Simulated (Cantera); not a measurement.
Charge: 1 mol Cr, 0.72 mol NH3, held at 1000 °C.

Equilibrium computed with Cantera from the NASA thermochemical tables; the gas is ideal and each condensed phase is pure. Candidate condensed phases: Cr, CrN, Cr2N; 11 gas species. Mutual solubility and eutectic melting of coexisting phases are not modelled. Equilibrium is a limit: real reactors are often held back by kinetics, nucleation or transport.

Task: Which condensed phases are stable at each of these points (P (Pa)): 0.100, 1.50, 22, 320, 4600, 68000, 1000000?

Result: 
```json
[
 {"P (Pa)": "0.100", "condensed phases": "Cr(s)", "Cr condensed (%)": "99.7"},
 {"P (Pa)": "1.50", "condensed phases": "Cr(s)", "Cr condensed (%)": "100.0"},
 {"P (Pa)": "22", "condensed phases": "Cr(s)", "Cr condensed (%)": "100.0"},
 {"P (Pa)": "320", "condensed phases": "Cr(s)", "Cr condensed (%)": "100.0"},
 {"P (Pa)": "4600", "condensed phases": "Cr2N(s)", "Cr condensed (%)": "100.0"},
 {"P (Pa)": "68000", "condensed phases": "Cr2N(s)", "Cr condensed (%)": "100.0"},
 {"P (Pa)": "1000000", "condensed phases": "CrN(s) + Cr2N(s)", "Cr condensed (%)": "100.0"}
]
```

From 0.100 Pa to 3.20 mbar the condensed part is Cr(s). From 46.0 mbar to 0.680 bar the condensed part is Cr2N(s). At 10.0 bar the condensed part is CrN(s) + Cr2N(s).
